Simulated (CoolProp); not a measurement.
Vapour-liquid equilibrium of R125 (1) + R134a (2) at -0.75 °C; x and y are mole fractions of (1).

Computed with CoolProp (multi-fluid Helmholtz-energy mixture model, Lemmon 2005 and Tillner-Roth 1994; pair parameters Lemmon 2004).

```
x     bubble pressure, mixture model (bar)  bubble pressure, Raoult's law (bar)  y, mixture model  y, Raoult's law
----  ------------------------------------  -----------------------------------  ----------------  ---------------
0.05                                 3.043                                3.034             0.105            0.108
0.2                                  3.614                                3.589             0.351            0.365
0.35                                 4.172                                4.144             0.532            0.553
0.5                                  4.720                                4.699             0.672            0.697
0.65                                 5.265                                5.253             0.788            0.810
0.8                                  5.810                                5.808             0.886            0.902
0.95                                 6.362                                6.363             0.973            0.978
```

The largest gap from Raoult's law is +0.7 % in bubble pressure, at x = 0.2. No azeotrope shows between x = 0.05 and 0.95.

Pair parameters are fitted to limited data, so mixtures are less certain than the pure fluids.
